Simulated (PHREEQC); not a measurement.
Make-up at 25 °C: 0.48 mol H3PO4 and 0.26 mol K2HPO4 per kg of water. Closed to the air; pH follows from the charge balance.

Model: ion-association model, phreeqc.dat, run in PHREEQC.

```csv
quantity,before,after
pH,2.34,1.24
ionic strength (mol/kgw),0.526,0.333
H2PO4- (mol/kgw),0.526,0.0732
H3PO4 (mol/kgw),0.214,0.407
HPO4-2 (mol/kgw),2.35e-5,2.30e-7
KHPO4- (mol/kgw),4.68e-6,2.72e-8
```

Question: Name the change that produced these shifts.
(A) temperature from 25 to 90 °C
(B) temperature from 25 to 85 °C
(C) H3PO4 replaced by (NH4)2HPO4 at the same molality
(D) 0.011 mol/kgw HF added
(E) K2HPO4 replaced by KNO3 at the same molality

Answer: E, K2HPO4 replaced by KNO3 at the same molality

No solid was allowed to form.
